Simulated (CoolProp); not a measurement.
Vapour-liquid equilibrium of dimethyl ether (1) + n-pentane (2) at 0.00489 MPa; x and y are mole fractions of (1).

The numbers come from the multi-fluid Helmholtz-energy mixture model, Wu 2011 and Thol 2019; pair parameters Bell 2016 in CoolProp.

```json
[
 {"x": "0.05", "bubble temperature, mixture model (°C)": "-37.6", "bubble temperature, Raoult's law (°C)": "-40.6", "y, mixture model": "0.385", "y, Raoult's law": "0.492"},
 {"x": "0.15", "bubble temperature, mixture model (°C)": "-51.5", "bubble temperature, Raoult's law (°C)": "-52.1", "y, mixture model": "0.797", "y, Raoult's law": "0.798"},
 {"x": "0.25", "bubble temperature, mixture model (°C)": "-61.7", "bubble temperature, Raoult's law (°C)": "-58.8", "y, mixture model": "0.925", "y, Raoult's law": "0.894"},
 {"x": "0.35", "bubble temperature, mixture model (°C)": "-68.2", "bubble temperature, Raoult's law (°C)": "-63.4", "y, mixture model": "0.964", "y, Raoult's law": "0.937"},
 {"x": "0.45", "bubble temperature, mixture model (°C)": "-72.0", "bubble temperature, Raoult's law (°C)": "-66.8", "y, mixture model": "0.979", "y, Raoult's law": "0.961"},
 {"x": "0.55", "bubble temperature, mixture model (°C)": "-74.1", "bubble temperature, Raoult's law (°C)": "-69.6", "y, mixture model": "0.985", "y, Raoult's law": "0.975"},
 {"x": "0.65", "bubble temperature, mixture model (°C)": "-75.1", "bubble temperature, Raoult's law (°C)": "-71.8", "y, mixture model": "0.988", "y, Raoult's law": "0.984"},
 {"x": "0.75", "bubble temperature, mixture model (°C)": "-75.7", "bubble temperature, Raoult's law (°C)": "-73.7", "y, mixture model": "0.990", "y, Raoult's law": "0.990"},
 {"x": "0.85", "bubble temperature, mixture model (°C)": "-76.2", "bubble temperature, Raoult's law (°C)": "-75.4", "y, mixture model": "0.992", "y, Raoult's law": "0.995"},
 {"x": "0.95", "bubble temperature, mixture model (°C)": "-77.0", "bubble temperature, Raoult's law (°C)": "-76.8", "y, mixture model": "0.996", "y, Raoult's law": "0.999"}
]
```

The largest gap from Raoult's law is -5.2 K in bubble temperature, at x = 0.45. No azeotrope shows between x = 0.05 and 0.95.

Pair parameters are fitted to limited data, so mixtures are less certain than the pure fluids. The gap from Raoult's law changes sign with composition, which may be real or a fault of the pair parameters; it wasn't checked against measurements.
